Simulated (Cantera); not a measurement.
A closed system holds: 1 mol SiO2, 1.6 mol H2, held at 1602 °C and 0.470 bar.

Method: chemical equilibrium by Gibbs-energy minimisation in Cantera with the NASA 1993 tables (ideal gas, pure condensed phases). Candidate condensed phases: H2O, Si, SiO2; 18 gas species. The tables hold silica as quartz up to 1696 K and as liquid above; real silica turns to tridymite and cristobalite and melts near 1996 K. The numbers say what is thermodynamically allowed, not how fast it happens.

Base state: H2 0.990, SiO 0.00433, H2O 0.00433, H 0.000952 (mole fractions); condensed: SiO2(condensed).

What changes in the equilibrium state with this change: temperature from 1602 °C to 850 °C?


```tsv
species	before	after
H2	0.990	1.00
H	0.000952	6.21e-8
H2O	0.00433	5.82e-8
SiO	0.00433	2.62e-8
SiO2(condensed), mol	0.993	0
SiO2(β-quartz), mol	0	1.00
```

What changes in the equilibrium state with this change: SiO2 replaced by PbO?


```json
[
 {"species": "H2O", "before": "0.00433", "after": "0.383"},
 {"species": "Pb", "before": "0", "after": "0.382"},
 {"species": "H2", "before": "0.990", "after": "0.232"},
 {"species": "SiO", "before": "0.00433", "after": "0"},
 {"species": "PbO", "before": "0", "after": "0.00175"},
 {"species": "Pb2", "before": "0", "after": "0.000431"},
 {"species": "OH", "before": "3.25e-7", "after": "5.92e-5"},
 {"species": "H", "before": "0.000952", "after": "0.000461"},
 {"species": "SiO2(condensed), mol", "before": "0.993", "after": "0"}
]
```
Gases not in the tables: (PbO)n polymers. Further candidate phases: Pb, PbO, PbO2, Pb3O4.
